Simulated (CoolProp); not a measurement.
Saturated liquid density (kg/m³) of R1224YDZ: the reference equation beside estimates from Tc = 428.7 K, pc = 33.34 bar, ω = 0.325. Rackett uses Z = 0.29056 − 0.08775 ω.

Computed with CoolProp (reference Helmholtz-energy equation of state, Akasaka 2023).

| T (K) | reference | Rackett | Redlich-Kwong |
|---|---|---|---|
| 207.6 | 1587 | 1606 | 1365 |
| 219 | … | 1579 | 1343 |
| 230.4 | 1532 | 1552 | 1320 |
| 241.8 | 1505 | 1524 | 1295 |
| 253.2 | 1477 | 1496 | 1270 |
| 264.6 | 1448 | 1467 | 1243 |
| 276 | 1419 | 1437 | … |
| 287.4 | 1389 | 1406 | 1185 |
| 298.8 | 1358 | 1373 | 1153 |
| 310.2 | 1326 | 1340 | … |
| 321.6 | 1292 | … | 1084 |
| 333 | 1257 | 1268 | 1047 |
| 344.4 | … | 1230 | … |
| 355.8 | … | 1188 | 962.8 |
| 367.2 | 1136 | 1144 | 915.7 |

Q: Complete the blanks.

A: 
- 219, reference: 1560
- 276, Redlich-Kwong: 1214
- 310.2, Redlich-Kwong: 1120
- 321.6, Rackett: 1305
- 344.4, reference: 1220
- 344.4, Redlich-Kwong: 1006
- 355.8, reference: 1179

Absolute difference from the reference over all 15 rows, mean and median: Rackett 1.1 and 1.2 %, Redlich-Kwong 15.4 and 14.7 %.
